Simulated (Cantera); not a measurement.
An adiabatic, constant-volume homogeneous reactor starts with 5.85 % CH4, 19.8 % O2, 74.3 % N2, at 1675 K and 7.11 atm.

Detailed kinetics in Cantera: GRI-Mech 3.0 (53 species, 325 reactions).

Predict: time of steepest temperature rise; temperature at 3.00 s; equilibrium temperature; x(O2) at 3.00 s; x(H2O2) at 3.00 s; x(NO) at 3.00 s; x(H) at 3.00 s; x(H2) at 3.00 s.


```
Item                                                                 Value
---------------------------------  ---------------------------------------
time of steepest temperature rise                                  44.4 µs
temperature at 3.00 s                                               2861 K
equilibrium temperature                                             2861 K
x(O2) at 3.00 s                      0.0695 (gas-phase equilibrium 0.0695)
x(H2O2) at 3.00 s                  1.34e-6 (gas-phase equilibrium 1.34e-6)
x(NO) at 3.00 s                      0.0221 (gas-phase equilibrium 0.0221)
x(H) at 3.00 s                     0.00160 (gas-phase equilibrium 0.00160)
x(H2) at 3.00 s                    0.00307 (gas-phase equilibrium 0.00307)
```
